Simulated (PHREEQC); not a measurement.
Solution (25 °C): 0.02 mol/kgw Pb(NO3)2 and 3.3e-05 mol/kgw MgSO4. Closed to the air; pH follows from the charge balance.

All values are PHREEQC results (ion-association model, phreeqc.dat), not measurements.

```json
{
  "pH": "4.79",
  "ionic_strength": "0.0524 mol/kgw",
  "density": "1.003 g/cm³"
}
```

| species | molality | activity | log γ |
|---|---|---|---|
| NO3- | 0.0362 | 0.0291 | -0.095 |
| Pb+2 | 0.0162 | 0.00724 | -0.348 |
| PbNO3+ | 0.00380 | 0.00312 | -0.087 |
| Mg+2 | 3.30e-5 | 1.58e-5 | -0.320 |
| PbSO4 | 2.13e-5 | 2.16e-5 | 0.005 |
| H+ | 1.91e-5 | 1.63e-5 | -0.070 |
| SO4-2 | 1.16e-5 | 5.30e-6 | -0.342 |

No solid was allowed to form. The solution is supersaturated, for example in Anglesite, so a real one may precipitate; this is no full list. Complexes and solids missing from the database can't appear.
